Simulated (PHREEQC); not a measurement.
Consider water at 80 °C with 7.8 mmol/kgw CaCl2 and 0.74 mmol/kgw NaF. Closed to the air; pH follows from the charge balance.

Model: ion-association model, phreeqc.dat, run in PHREEQC.

```tsv
quantity	before	after
pH	6.55	6.60
ionic strength (mol/kgw)	0.0241	0.000740
```

Problem. Name the change that produced these shifts.
A) CaCl2 replaced by CdCl2 at the same molality
B) CaCl2 from 0.0078 to 0.0039 mol/kgw
C) temperature from 80 to 40 °C
D) CaCl2 from 0.0078 to 0.078 mol/kgw
E) CaCl2 left out

Solution. E, CaCl2 left out

This is a speciation only: nothing precipitates in the calculation. Some of these states are supersaturated (in Fluorite, for instance). At this temperature some constants are extrapolated from 25 °C, and those without enthalpy data are left unchanged.
